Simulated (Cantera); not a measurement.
# SiH2Cl2 + CH4 + H2 (silicon carbide growth)

A closed system holds: 1 mol SiH2Cl2, a varied amount of CH4, 260 mol H2, equilibrated at 1023.15 K and 2.33 Torr.

Cantera equilibrium calculation (NASA polynomials, part measured and part estimated; ideal gas, pure solids and liquids). Candidate condensed phases: C, C6H6, C7H8, C8H18, Si, SiC; 109 gas species. Mutual solubility and eutectic melting of coexisting phases are not modelled. Equilibrium is a limit: real reactors are often held back by kinetics, nucleation or transport.

```
n(CH4) (mol)  log p H2  log p HCl  log p CH4  log p SiCl2  n Si(s)  n SiC(s)  n C(graphite)
------------  --------  ---------  ---------  -----------  -------  --------  -------------
0.35             -2.51      -4.65      -9.47        -6.53    0.611     0.350              0
0.61             -2.51      -4.65      -9.47        -6.54    0.352     0.610              0
0.88             -2.51      -4.65      -9.47        -6.54   0.0816     0.880              0
1.1              -2.51      -4.63      -6.15        -9.82        0     1.000         0.0396
1.4              -2.51      -4.63      -6.15        -9.82        0     1.000          0.339
1.7              -2.51      -4.63      -6.15        -9.82        0     1.000          0.639
2                -2.51      -4.63      -6.15        -9.83        0     1.000          0.939
2.2              -2.51      -4.63      -6.15        -9.83        0     1.000           1.14
2.5              -2.51      -4.63      -6.15        -9.83        0     1.000           1.44
```
log p: log10 of the partial pressure in bar; n: condensed amount in mol.

From 0.35 mol CH4 to 0.88 mol CH4 the condensed part is Si(s) + SiC(s). From 1.1 mol CH4 to 2.5 mol CH4 the condensed part is C(graphite) + SiC(s). The main Si-bearing gas is SiCl2 throughout.
